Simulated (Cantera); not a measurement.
Feed: 1 mol c-C4F8, 0.052 mol Si, 3 mol H2, held at 1.00 bar.

Method: chemical equilibrium by Gibbs-energy minimisation in Cantera with the NASA 1993 tables (ideal gas, pure condensed phases). Candidate condensed phases: C, C6H6, C7H8, C8H18, Si, SiC; 113 gas species. The feed counts by its element totals alone. The tables' values for SiF3, SiF2 are old estimates; treat these amounts as uncertain. Condensed phases not in the tables: fluorocarbon polymer. Gases not in the tables: C2F6 and larger saturated fluorocarbons. The numbers say what is thermodynamically allowed, not how fast it happens.

x: gas mole fraction; n: condensed amount in mol.

```json
[
 {"T (K)": "748", "x HF": "0.923", "x F": "<1e-12", "x CF2": "<1e-12", "x CF4": "0.0689", "x CF": "<1e-12", "n C(graphite)": "3.55"},
 {"T (K)": "948", "x HF": "0.923", "x F": "<1e-12", "x CF2": "2.20e-11", "x CF4": "0.0689", "x CF": "<1e-12", "n C(graphite)": "3.55"},
 {"T (K)": "1148", "x HF": "0.923", "x F": "4.24e-10", "x CF2": "1.13e-8", "x CF4": "0.0689", "x CF": "<1e-12", "n C(graphite)": "3.55"},
 {"T (K)": "1348", "x HF": "0.923", "x F": "5.78e-8", "x CF2": "8.93e-7", "x CF4": "0.0689", "x CF": "2.07e-12", "n C(graphite)": "3.55"},
 {"T (K)": "1548", "x HF": "0.923", "x F": "2.22e-6", "x CF2": "2.25e-5", "x CF4": "0.0689", "x CF": "5.56e-10", "n C(graphite)": "3.55"},
 {"T (K)": "1748", "x HF": "0.923", "x F": "?", "x CF2": "?", "x CF4": "0.0687", "x CF": "?", "n C(graphite)": "3.55"},
 {"T (K)": "1948", "x HF": "0.922", "x F": "0.000346", "x CF2": "0.00186", "x CF4": "0.0676", "x CF": "1.23e-6", "n C(graphite)": "3.55"},
 {"T (K)": "2148", "x HF": "0.917", "x F": "?", "x CF2": "?", "x CF4": "0.0629", "x CF": "?", "n C(graphite)": "3.53"},
 {"T (K)": "2348", "x HF": "0.903", "x F": "0.00899", "x CF2": "0.0284", "x CF4": "0.0492", "x CF": "0.000178", "n C(graphite)": "3.47"},
 {"T (K)": "2548", "x HF": "0.875", "x F": "0.0273", "x CF2": "0.0608", "x CF4": "0.0253", "x CF": "0.00103", "n C(graphite)": "3.38"},
 {"T (K)": "2748", "x HF": "0.843", "x F": "0.0579", "x CF2": "0.0782", "x CF4": "0.00657", "x CF": "0.00377", "n C(graphite)": "3.35"},
 {"T (K)": "2948", "x HF": "0.819", "x F": "0.0930", "x CF2": "0.0679", "x CF4": "0.00101", "x CF": "0.00964", "n C(graphite)": "3.41"},
 {"T (K)": "3148", "x HF": "0.794", "x F": "0.126", "x CF2": "0.0477", "x CF4": "0.000125", "x CF": "0.0195", "n C(graphite)": "3.45"}
]
```

Q: Fill in the missing entries.

A: 
- 2148, x F: 0.00210
- 2148, x CF2: 0.00873
- 2148, x CF: 1.92e-5
- 1748, x F: 3.71e-5
- 1748, x CF2: 0.000266
- 1748, x CF: 4.10e-8
